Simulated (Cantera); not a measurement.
Ammonia decomposition in nitride growth gas

A perfectly stirred reactor is fed with NH₃ : N₂ = 1 : 8.9 (molar parts), at 75.0 Torr; it is held at 2100 K, and followed from long to short residence time.

Cantera simulation using the gas-phase N/H chemistry of the illustrative SiF4/NH3 mechanism in the Surface Chemkin manual (1991); the numbers are that mechanism's predictions, not measurements. Walls and surfaces, which speed up NH3 decomposition in real reactors, are not modelled.

| τ (s) | x NH₃ | x H₂ | x NH | x NH₂ | x N₂H₂ | x N₂ |
|---|---|---|---|---|---|---|
| 1.1 | 0.00984 | 0.124 | 8.80e-6 | 9.77e-5 | 7.48e-8 | 0.866 |
| 0.23 | 0.0329 | 0.0924 | 1.38e-5 | 0.000234 | 3.04e-7 | 0.874 |
| 0.050 | 0.0685 | 0.0439 | 1.66e-5 | 0.000423 | 7.31e-7 | 0.887 |
| 0.011 | 0.0915 | 0.0123 | 1.36e-5 | 0.000602 | 9.99e-7 | 0.895 |
| 0.0023 | 0.0991 | 0.00204 | 7.40e-6 | 0.000617 | 7.18e-7 | 0.898 |
| 0.00050 | 0.101 | 0.000200 | 2.09e-6 | 0.000278 | 1.17e-7 | 0.899 |
| 0.00011 | 0.101 | 3.26e-5 | 1.64e-7 | 6.49e-5 | 4.55e-9 | 0.899 |
x: mole fraction; the columns are a selection and need not sum to one.
